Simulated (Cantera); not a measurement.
Input: 1 mol C3H8, 47 mol H2, equilibrated at 100000 Pa.

Equilibrium computed with Cantera from the NASA thermochemical tables; the gas is ideal and each condensed phase is pure. Candidate condensed phases: C, C6H6, C7H8, C8H18; 76 gas species. The numbers say what is thermodynamically allowed, not how fast it happens.

x: gas mole fraction; n: condensed amount in mol.

| T (°C) | x H2 | x H | x C2H2 (acetylene) | x CH4 | n C(graphite) |
|---|---|---|---|---|---|
| 1402 | 0.999 | 0.000116 | 5.80e-5 | 0.00120 | 2.93 |
| 1552 | 0.999 | [?] | [?] | [?] | 2.94 |
| 1702 | 0.998 | [?] | [?] | [?] | 2.91 |
| 1852 | 0.994 | 0.00362 | 0.00167 | 0.000308 | 2.81 |
| 2002 | 0.988 | 0.00844 | 0.00376 | 0.000219 | 2.60 |
| 2152 | 0.974 | 0.0177 | 0.00761 | 0.000162 | 2.20 |
| 2302 | 0.952 | 0.0338 | 0.0140 | 0.000121 | 1.51 |
| 2452 | 0.916 | 0.0597 | 0.0236 | 9.05e-5 | 0.426 |

Problem. Complete the blanks.

Solution. 
- 1552, x H: 0.000440
- 1552, x C2H2 (acetylene): 0.000214
- 1552, x CH4: 0.000707
- 1702, x H: 0.00137
- 1702, x C2H2 (acetylene): 0.000648
- 1702, x CH4: 0.000452
